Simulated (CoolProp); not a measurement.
Vapour-liquid equilibrium of ethylene (1) + propane (2) at 0.616 MPa; x and y are mole fractions of (1).

The numbers come from the multi-fluid Helmholtz-energy mixture model, Smukala 2000 and Lemmon 2009; pair parameters Bell 2016 in CoolProp.

Give the bubble temperature and the first vapour's composition at x = 0.45, 0.75, 0.95. Is there an azeotrope?

x = 0.45: -44.7 °C, y = 0.900; x = 0.75: -58.0 °C, y = 0.972; x = 0.95: -64.1 °C, y = 0.995. No azeotrope shows between x = 0.05 and 0.95.

Pair parameters are fitted to limited data, so mixtures are less certain than the pure fluids.
